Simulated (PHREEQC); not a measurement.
0.88 g of hydrous ferric oxide (600 m²/g; 0.2 weak and 0.005 strong sites per Fe, Dzombak-Morel constants, diffuse double layer) in 1 kg of water with 0.1 mol/kgw of an inert sodium salt, at 25 °C; the pH is set by adding NaOH or the inert anion's acid. O2 is buffered at 0.21 atm. CO2 from the air is kept out. No solid was allowed to form.

The numbers come from PHREEQC with the ion-association model, wateq4f.dat.

**Question.** Predict surface charge σ (C/m²) at pH = 4.38, 7.38, 8.12, 8.5, 9.25.

**Answer.** 
```csv
pH,surface charge σ (C/m²)
4.38,0.286
7.38,0.027
8.12,0.000
8.5,-0.014
9.25,-0.046
```
